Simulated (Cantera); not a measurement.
## N2O furnace oxynitridation

A perfectly stirred reactor is fed with 91.8 % N₂O, 8.17 % O₂, at 100.0 Torr; it is held at 1200 K, and followed from long to short residence time.

Cantera simulation using GRI-Mech 3.0 (53 species, 325 reactions); the numbers are that mechanism's predictions, not measurements. GRI-Mech 3.0 was tuned for natural gas; its chemistry of N2O as a main component is partial and can be far from experiment. The mechanism lacks the step 2 NO + O2 → 2 NO2, which can matter for NO2 below about 1400 K. The temperature is held fixed by assumption; the heat of reaction is taken as removed at once.

| τ (s) | x N₂O | x O₂ | x NO | x O | x N₂ | x NO₂ |
|---|---|---|---|---|---|---|
| 9.7 | 0.432 | 0.218 | 0.0339 | 1.72e-6 | 0.316 | 5.38e-5 |
| 2.9 | 0.684 | 0.147 | 0.0167 | 1.79e-6 | 0.152 | 2.52e-5 |
| 0.88 | 0.831 | 0.106 | 0.00623 | 1.81e-6 | 0.0565 | 8.67e-6 |
| 0.26 | 0.891 | 0.0894 | 0.00198 | 1.82e-6 | 0.0179 | 2.22e-6 |
| 0.079 | 0.910 | 0.0841 | 0.000615 | 1.82e-6 | 0.00556 | 4.27e-7 |
| 0.024 | 0.916 | 0.0825 | 0.000188 | 1.81e-6 | 0.00170 | 5.79e-8 |
| 0.0071 | 0.917 | 0.0819 | 5.54e-5 | 1.81e-6 | 0.000503 | 5.86e-9 |
| 0.0021 | 0.918 | 0.0818 | 1.61e-5 | 1.78e-6 | 0.000148 | 5.23e-10 |
x: mole fraction; the columns are a selection and need not sum to one.
